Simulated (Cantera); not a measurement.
Feed: 1 mol Si₃N₄, 0.0034 mol H₂O, 23 mol N₂, at 1352 °C and 7.90 mbar.

Method: chemical equilibrium by Gibbs-energy minimisation in Cantera with the NASA 1993 tables (ideal gas, pure condensed phases). Candidate condensed phases: H₂O, Si, SiO₂, Si₂N₂O, Si₃N₄; 35 gas species. Kinetics and transport are ignored.

Base state: N₂ 1.000, SiO 0.000148, H₂ 0.000143 (mole fractions); condensed: Si₃N₄(s).

Q: What changes in the equilibrium state with this change: 0.12 mol CH₄ added?

A: 
```csv
species,before,after
N₂,1.000,0.989
H₂,0.000143,0.0104
CO,0,9.40e-5
SiO,0.000148,5.18e-5
HCN,0,1.83e-5
H,9.49e-6,8.09e-5
"Si₃N₄(s), mol",0.999,0.960
"SiC(s), mol",0,0.117
```
Mutual solubility and eutectic melting of coexisting phases are not modelled. Further candidate phases: C, C₆H₆, C₇H₈, C₈H₁₈, SiC.
